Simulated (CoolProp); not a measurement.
Computed with CoolProp (reference Helmholtz-energy equation of state, Gedanitz 2015).

Q: Give the vapour pressure (bar), vapour density (kg/m³), enthalpy of vaporisation (kJ/kg), surface tension (mN/m) of saturated cyclopentane at 188.85 °C.

A: 
```
T (°C)  p (bar)  vapour density (kg/m³)  enthalpy of vaporisation (kJ/kg)  surface tension (mN/m)
------  -------  ----------------------  --------------------------------  ----------------------
188.85     22.4                    60.1                               235                    2.89
```

Surface tension comes from a separate correlation (Mulero 2014).
